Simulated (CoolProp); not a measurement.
A simple Rankine cycle with 1,2-dichloroethane: condensing at 308.15 K, boiler at 0.176 MPa, turbine inlet 415.3 K, turbine efficiency 0.75, pump efficiency 0.8, no recuperator. Each further row changes one setting.

The numbers come from the reference Helmholtz-energy equation of state, Thol 2015 in CoolProp.

```tsv
case	thermal efficiency (%)	net work (kJ/kg)	heat in (kJ/kg)	turbine exit temperature (K)	volume ratio over the turbine
as stated	12.3	___	442	___	9.21
turbine inlet 435.3 K	12.4	57.2	461	370.7	9.22
condensing temperature 300.15 K	___	61.7	452	343.4	13.0
boiler pressure 0.123 MPa	10.6	47.0	443	___	6.55
turbine efficiency 0.65	10.6	47.0	442	360.3	___
```

Q: Some entries are withheld; supply them.

A: 
- as stated, net work (kJ/kg): 54.3
- as stated, turbine exit temperature (K): 352.1
- condensing temperature 300.15 K, thermal efficiency (%): 13.6
- boiler pressure 0.123 MPa, turbine exit temperature (K): 361.5
- turbine efficiency 0.65, volume ratio over the turbine: 9.43
